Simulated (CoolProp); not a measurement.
A single-stage vapour-compression cycle with n-perfluoropentane: evaporating at 317.15 K (dew point), condensing at 378.15 K (bubble point), superheat 10 K, subcooling 0 K, compressor efficiency 0.85, no pressure losses. Each further row changes one setting.

Computed with CoolProp (reference Helmholtz-energy equation of state, Gao 2022).

| case | cooling COP | pressure ratio | discharge temperature (K) | refrigerating effect (kJ/kg) | volumetric capacity (kJ/m³) |
|---|---|---|---|---|---|
| as stated | 1.66 | 5.12 | 378.2 | 24.0 | 462 |
| evaporating temperature 322.15 K | 2.10 | 4.36 | 378.2 | [?] | 628 |
| condensing temperature 373.15 K | [?] | 4.57 | 373.2 | 30.2 | [?] |
| subcooling 5 K | 2.08 | 5.12 | 378.2 | 30.3 | 582 |
| superheat 20 K | [?] | 5.12 | 378.2 | 32.8 | 607 |
| compressor efficiency 0.75 | [?] | 5.12 | 378.2 | 24.0 | 462 |

**Question.** Fill in the missing entries.

**Answer.** 
- evaporating temperature 322.15 K, refrigerating effect (kJ/kg): 28.0
- condensing temperature 373.15 K, cooling COP: 2.19
- condensing temperature 373.15 K, volumetric capacity (kJ/m³): 581
- superheat 20 K, cooling COP: 2.06
- compressor efficiency 0.75, cooling COP: 1.46

The compression ends wet for: as stated; evaporating temperature 322.15 K; condensing temperature 373.15 K; subcooling 5 K; superheat 20 K; compressor efficiency 0.75.
